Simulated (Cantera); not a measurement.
A closed system holds: 1 mol SiH₂Cl₂, 0.9 mol NO, 3.1 mol N₂O, equilibrated at 1.65 Torr.

These are equilibrium values from Cantera (NASA tables, ideal gas, pure condensed phases), not measurements of a reactor. Candidate condensed phases: H₂O, NH₄Cl, Si, SiO₂, Si₂N₂O, Si₃N₄; 47 gas species. The tables hold silica as quartz up to 1696 K and as liquid above; real silica turns to tridymite and cristobalite and melts near 1996 K. Rates play no part.

Question: Which condensed phases are stable at each of these points (T (°C)): 825, 900, 975, 1050, 1125, 1200, 1275, 1350, 1425?

Answer: 
```
T (°C)  condensed phases  Si condensed (%)
------  ----------------  ----------------
825       SiO₂(β-quartz)             100.0
900       SiO₂(β-quartz)             100.0
975       SiO₂(β-quartz)             100.0
1050      SiO₂(β-quartz)             100.0
1125      SiO₂(β-quartz)             100.0
1200      SiO₂(β-quartz)             100.0
1275      SiO₂(β-quartz)             100.0
1350      SiO₂(β-quartz)             100.0
1425     SiO₂(condensed)             100.0
```

From 825 °C to 1350 °C the condensed part is SiO₂(β-quartz). At 1425 °C the condensed part is SiO₂(condensed).
